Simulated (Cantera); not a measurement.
## Transport properties of process gases

Gas mixture: CO2 : C2H4 = 0.52 : 0.4 (molar parts), at 3.26 atm, frozen composition.

Cantera's kinetic-theory transport with the Lennard-Jones parameters of GRI-Mech 3.0, ideal gas; thermal conductivity in the mixture-averaged form. The composition is frozen, though it would react at the higher temperatures.

```
T (K)  ρ (kg/m³)  cp (J/kg/K)  μ (µPa s)  λ (mW/m/K)     Pr  D (cm²/s) H  D (cm²/s) OH  D (cm²/s) NO
-----  ---------  -----------  ---------  ----------  -----  -----------  ------------  ------------
400         3.68         1247       17.1        28.7  0.744        0.497         0.127        0.0811
550         2.68         1485       22.6        44.6  0.752        0.884         0.223         0.143
700         2.10         1672       27.4        60.5  0.758         1.35         0.337         0.216
850         1.73         1810       31.8        75.9  0.760         1.89         0.469         0.302
1000        1.47         1932       35.9        90.5  0.766         2.50         0.617         0.397
1150        1.28         2024       39.6         104  0.768         3.17         0.780         0.503
1300        1.13         2100       43.2         118  0.770         3.89         0.958         0.618
1450        1.01         2163       46.5         131  0.771         4.68          1.15         0.741
1600       0.920         2214       49.8         143  0.772         5.52          1.35         0.874
```
D: mixture-averaged diffusion coefficient of that species in the mixture.
